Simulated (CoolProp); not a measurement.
Vapour-liquid equilibrium of acetone (1) + toluene (2) at 428 K; x and y are mole fractions of (1).

The numbers come from the multi-fluid Helmholtz-energy mixture model, Lemmon 2006 and Lemmon 2006; pair parameters Bell 2016 in CoolProp.

Task: Give the bubble pressure and the first vapour's composition at x = 0.25, 0.75, 0.85. Is there an azeotrope?

Result: x = 0.25: 5.926 bar, y = 0.562; x = 0.75: 10.30 bar, y = 0.885; x = 0.85: 11.17 bar, y = 0.932. No azeotrope shows between x = 0.05 and 0.95.

The pair parameters rest on a limited set of measurements; away from them the model extrapolates.
